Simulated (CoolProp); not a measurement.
Vapour pressure (MPa) of R1132(E): the reference equation beside estimates from Tc = 75.7 °C, pc = 5.174 MPa, ω = 0.245. Clausius-Clapeyron is anchored at 21.45 °C with a constant enthalpy of vaporisation of 14.11 kJ/mol.

Values from CoolProp's reference Helmholtz-energy equation of state, Akasaka 2024.

```json
[
 {"T (°C)": "-1.55", "reference": "0.7777", "Clausius-Clapeyron": "0.9271", "Redlich-Kwong": "___"},
 {"T (°C)": "2.35", "reference": "___", "Clausius-Clapeyron": "1.013", "Redlich-Kwong": "___"},
 {"T (°C)": "6.15", "reference": "0.9838", "Clausius-Clapeyron": "___", "Redlich-Kwong": "1.280"},
 {"T (°C)": "9.95", "reference": "1.099", "Clausius-Clapeyron": "___", "Redlich-Kwong": "1.408"},
 {"T (°C)": "13.85", "reference": "1.228", "Clausius-Clapeyron": "1.297", "Redlich-Kwong": "1.548"},
 {"T (°C)": "17.65", "reference": "1.364", "Clausius-Clapeyron": "1.401", "Redlich-Kwong": "1.694"},
 {"T (°C)": "21.45", "reference": "1.510", "Clausius-Clapeyron": "1.510", "Redlich-Kwong": "1.848"},
 {"T (°C)": "25.35", "reference": "1.672", "Clausius-Clapeyron": "1.628", "Redlich-Kwong": "2.016"},
 {"T (°C)": "29.15", "reference": "1.843", "Clausius-Clapeyron": "1.749", "Redlich-Kwong": "2.190"},
 {"T (°C)": "33.05", "reference": "___", "Clausius-Clapeyron": "___", "Redlich-Kwong": "___"},
 {"T (°C)": "36.85", "reference": "2.226", "Clausius-Clapeyron": "2.011", "Redlich-Kwong": "2.571"},
 {"T (°C)": "40.65", "reference": "2.436", "Clausius-Clapeyron": "2.149", "Redlich-Kwong": "2.775"}
]
```

What belongs in the gaps?


- -1.55, Redlich-Kwong: 1.046
- 2.35, reference: 0.8776
- 2.35, Redlich-Kwong: 1.161
- 6.15, Clausius-Clapeyron: 1.101
- 9.95, Clausius-Clapeyron: 1.195
- 33.05, reference: 2.030
- 33.05, Clausius-Clapeyron: 1.879
- 33.05, Redlich-Kwong: 2.378

Absolute difference from the reference over all 12 rows, mean and median: Clausius-Clapeyron 8.4 and 8.1 %, Redlich-Kwong 23.6 and 23.3 %.
